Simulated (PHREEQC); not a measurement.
1 kg of water holding 0.0029 mol/kgw K2SO4, 0.046 mol/kgw KHCO3 and 0.32 mol/kgw KCl is evaporated at 5 °C; the solids stay in contact with the brine. No CO2 enters from the air. Only these solids could form: Arcanite, Kalicinite, Misenite, Sylvite.

The series has 26 steps of water left (kg), from 1 to 0.00742.

Computed with PHREEQC (Pitzer model, pitzer.dat).

Task: Which solids form, in which order, and at which step of the series does each first stand?

Result: Sylvite from water left = 0.07809 kg (pH 7.86); Arcanite from water left = 0.0293 kg (pH 7.82).

Constants without temperature data keep their 25 °C values here.
